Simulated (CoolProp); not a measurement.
The fluid at 298.15 K and 0.193 MPa is throttled through a valve to 0.0704 MPa with no heat exchange. The same conditions are run with several fluids, on thermodynamics alone (safety and materials aside).

Model: reference Helmholtz-energy equation of state of each fluid (trans-2-butene: Lemmon 2005; chlorine: Thol 2021; R1132(E): Akasaka 2024; R124: de Vries 1995; CF4 (R14): Platzer 1990), in CoolProp. The equations of Platzer and Polt are older, rougher fits.

```tsv
fluid	temperature change (K)	final density (kg/m³)
trans-2-butene	-3.9	1.65
chlorine	-3.7	2.06
R1132(E)	-2.0	1.85
R124	-2.9	3.99
CF4 (R14)	-0.7	2.51
```
